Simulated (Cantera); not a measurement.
## N2O furnace oxynitridation

An isothermal, constant-pressure homogeneous reactor starts with N₂O : H₂O = 1 : 0.013 (molar parts), at 1550 K and 20.0 Torr.

Cantera simulation using GRI-Mech 3.0 (53 species, 325 reactions); the numbers are that mechanism's predictions, not measurements. GRI-Mech 3.0 was tuned for natural gas; its chemistry of N2O as a main component is partial and can be far from experiment. Radical loss at walls, strong at low pressure, is not modelled. The temperature is held fixed by assumption; the heat of reaction is taken as removed at once.

| t (s) | x N₂O | x H₂O | x NO | x H₂O₂ | x OH | x N₂ |
|---|---|---|---|---|---|---|
| 8.00e-5 | 0.987 | 0.0128 | 2.19e-5 | 9.35e-12 | 2.26e-6 | 0.000143 |
| 0.000157 | 0.987 | 0.0128 | 6.58e-5 | 1.03e-10 | 6.72e-6 | 0.000311 |
| 0.000308 | 0.986 | 0.0128 | 0.000172 | 9.26e-10 | 1.71e-5 | 0.000669 |
| 0.000604 | 0.985 | 0.0128 | 0.000394 | 6.58e-9 | 3.68e-5 | 0.00139 |
| 0.00118 | 0.982 | 0.0128 | 0.000828 | 3.50e-8 | 6.90e-5 | 0.00281 |
| 0.00232 | 0.977 | 0.0127 | 0.00166 | 8.68e-8 | 0.000111 | 0.00561 |
| 0.00456 | 0.968 | 0.0127 | 0.00324 | 8.24e-8 | 0.000146 | 0.0111 |
| 0.00894 | 0.950 | 0.0126 | 0.00625 | 5.44e-8 | 0.000166 | 0.0217 |
| 0.0175 | 0.916 | 0.0124 | 0.0119 | 3.20e-8 | 0.000181 | 0.0418 |
| 0.0344 | 0.853 | 0.0122 | 0.0222 | 1.70e-8 | 0.000193 | 0.0784 |
| 0.0675 | 0.746 | 0.0117 | 0.0399 | 8.13e-9 | 0.000202 | 0.141 |
| 0.132 | 0.582 | 0.0110 | 0.0669 | 3.67e-9 | 0.000204 | 0.238 |
| 0.260 | 0.371 | 0.0101 | 0.101 | 1.68e-9 | 0.000200 | 0.362 |
| 0.510 | 0.167 | 0.00921 | 0.134 | 8.65e-10 | 0.000190 | 0.482 |
| 1.00 | 0.0400 | 0.00867 | 0.153 | 5.62e-10 | 0.000178 | 0.558 |
x: mole fraction; the columns are a selection and need not sum to one.

Equilibrium at this temperature and pressure: N₂O 1.61e-8, H₂O 0.00854, NO 0.00179, H₂O₂ 2.20e-10, OH 9.68e-5, N₂ 0.660 (gas phase only).
